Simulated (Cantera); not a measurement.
Mixture: CH4 : O2 : N2 = 1 : 1 : 3.76 (molar parts), at 7500 Torr, adiabatic and at constant pressure. Ignition delay is the time to a rise of 400 K.

Detailed kinetics in Cantera: GRI-Mech 3.0 (53 species, 325 reactions).

Question: Predict: delay at 1123 K; delay at 1323 K; delay at 1523 K; delay at 1723 K; delay at 1923 K; apparent activation energy between 1823 and 2023 K.

Answer: 
- delay at 1123 K = 18.6 ms
- delay at 1323 K = 1.64 ms
- delay at 1523 K = 0.207 ms
- delay at 1723 K = 34.6 µs
- delay at 1923 K = 8.27 µs
- apparent activation energy between 1823 and 2023 K = 190 kJ/mol
